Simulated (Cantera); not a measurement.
## Adiabatic ignition

An adiabatic, constant-pressure homogeneous reactor starts with CH4 : CO : O2 : N2 = 1 : 1.3 : 2.21 : 8.3 (molar parts), equivalence ratio 1.2, at 1248 K and 2.37 atm.

Computed with Cantera and GRI-Mech 3.0 (53 species, 325 reactions).

```
t (s)     T (K)   x CH4    x CO     x O2     x HCO     x N2O    x C2H4
--------  -----  ------  ------  -------  --------  --------  --------
2.00e-6    1248  0.0781   0.101    0.173    <1e-12    <1e-12    <1e-12
4.58e-6    1248  0.0781   0.101    0.173    <1e-12    <1e-12    <1e-12
1.05e-5    1248  0.0781   0.101    0.173    <1e-12    <1e-12    <1e-12
2.40e-5    1248  0.0781   0.101    0.173    <1e-12    <1e-12  3.23e-12
5.50e-5    1248  0.0781   0.101    0.173    <1e-12    <1e-12  5.00e-11
0.000126   1248  0.0781   0.101    0.173    <1e-12  1.08e-12  7.83e-10
0.000289   1248  0.0781   0.101    0.173  3.69e-12  3.24e-12   1.21e-8
0.000661   1248  0.0780   0.101    0.172  2.37e-11  1.06e-11   1.43e-7
0.00151    1249  0.0780   0.101    0.172  9.75e-11  3.47e-11   8.68e-7
0.00347    1250  0.0777   0.101    0.172  3.19e-10  1.17e-10   4.14e-6
0.00794    1256  0.0768   0.101    0.172   1.26e-9  5.03e-10   2.89e-5
0.0182     2742  <1e-12  0.0794  0.00923   1.05e-7   4.17e-7    <1e-12
0.0416     2732  <1e-12  0.0802  0.00809   1.04e-7   4.63e-7    <1e-12
0.0953     2732  <1e-12  0.0802  0.00809   1.04e-7   4.63e-7    <1e-12
0.218      2732  <1e-12  0.0802  0.00809   1.04e-7   4.63e-7    <1e-12
0.500      2732  <1e-12  0.0802  0.00809   1.04e-7   4.63e-7    <1e-12
```
x: mole fraction; the columns are a selection and need not sum to one.

```yaml
time_of_steepest_temperature_rise: 17.7 ms
temperature at 0.500 s: 2732 K
equilibrium_temperature: 2732 K
x(CH4) at 0.500 s: <1e-12 (gas-phase equilibrium <1e-12)
x(CO) at 0.500 s: 0.0802 (gas-phase equilibrium 0.0802)
x(O2) at 0.500 s: 0.00809 (gas-phase equilibrium 0.00809)
```
